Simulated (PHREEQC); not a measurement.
**Acid mine or pickling water (model solution)**

Synthetic water in mmol/kgw, 25 °C, pH 3.09, pe 12.9: Na 1.53; K 0.253; Ca 1.56; Mg 1.01; Cl 0.848; S(6) 6.33; Cu(2) 0.0102; Al 2.02; Zn 0.00284; F 0.128; Fe(3) 0.00703.

Valence states are taken as typed.

Equilibrium calculation in PHREEQC: ion-association model, wateq4f.dat.

```json
{
  "ionic_strength": "0.0166 mol/kgw",
  "total_alkalinity": "-1.13 meq/kg",
  "charge_balance_error": "2.8 %"
}
```

```tsv
species	molality	activity	log γ
SO4-2	0.00392	0.00237	-0.217
Na+	0.00151	0.00133	-0.055
AlSO4+	0.00136	0.00120	-0.055
Ca+2	0.00121	0.000739	-0.214
H+	0.000907	0.000813	-0.048
Cl-	0.000848	0.000744	-0.057
Mg+2	0.000753	0.000464	-0.210
Al+3	0.000428	0.000160	-0.428
CaSO4	0.000349	0.000350	0.002
MgSO4	0.000257	0.000258	0.002
K+	0.000249	0.000218	-0.057
HSO4-	0.000213	0.000188	-0.055
```

No solid was allowed to form. Saturation is exceeded, for instance for Hematite (slow to form), Goethite (slow to form); the values hold only as long as no solid forms. Species that the database lacks are ignored. Fluoro complexes past AlF4- and FeF3 are missing from the database.
